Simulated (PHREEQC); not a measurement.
A column of 0.5 m (40 cells, dispersivity 0.04 m, 720 s a shift, diffusion coefficient 3e-10 m²/s) holds 0.11 eq of the database's cation exchanger X per kg of pore water, first in equilibrium with 7.4 mmol/kgw ZnCl2, 1.6 mmol/kgw KBr and 0.01 mmol/kgw HCl. It is flushed with 0.0012 mol PbCl2, 0.047 mol LiCl and 1e-05 mol HCl per kg of water, at 40 °C. Values are for the last cell. CO2 from the air is kept out. Nothing may precipitate in this run.

The series has 32 steps of pore volumes, from 0 to 6.987.

All values are PHREEQC results (ion-association model, phreeqc.dat), not measurements.

Question: After how many pore volumes does Li at the outlet first reach half of its feed value?

Answer: By 1.6 pore volumes.

Species that the database lacks are ignored. Constants without temperature data keep their 25 °C values here.
